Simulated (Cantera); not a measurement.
Input: 1 mol CaO, a varied amount of Cl2, at 725 K and 100 Torr.

Equilibrium computed with Cantera from the NASA thermochemical tables; the gas is ideal and each condensed phase is pure. Candidate condensed phases: Ca, CaCl2, CaO; 11 gas species. Condensed phases not in the tables: oxide chlorides. The numbers say what is thermodynamically allowed, not how fast it happens.

log p: log10 of the partial pressure in bar; n: condensed amount in mol.

| n(Cl2) (mol) | log p O2 | log p Cl2 | log p Cl | log p ClO | n CaCl2(s) | n CaO(s) |
|---|---|---|---|---|---|---|
| 0.84 | -0.88 | -9.33 | -10.53 | (withheld) | 0.840 | 0.160 |
| 3.3 | -1.62 | -0.96 | -6.34 | (withheld) | 1.00 | 0 |
| 5.8 | -1.90 | -0.92 | -6.32 | (withheld) | 1.00 | 0 |
| 8.3 | -2.07 | -0.90 | -6.31 | (withheld) | 1.00 | 0 |
| 11 | -2.20 | -0.90 | -6.31 | -8.18 | 1.00 | 0 |
| 13 | -2.27 | -0.89 | -6.31 | -8.21 | 1.00 | 0 |
| 16 | -2.37 | -0.89 | -6.31 | -8.26 | 1.00 | 0 |
| 18 | -2.42 | -0.89 | -6.31 | -8.28 | 1.00 | 0 |
| 21 | -2.49 | -0.89 | -6.31 | -8.32 | 1.00 | 0 |

Task: Fill in the missing entries.

Result: 
- 0.84, log p ClO: -11.73
- 3.3, log p ClO: -7.92
- 5.8, log p ClO: -8.04
- 8.3, log p ClO: -8.12
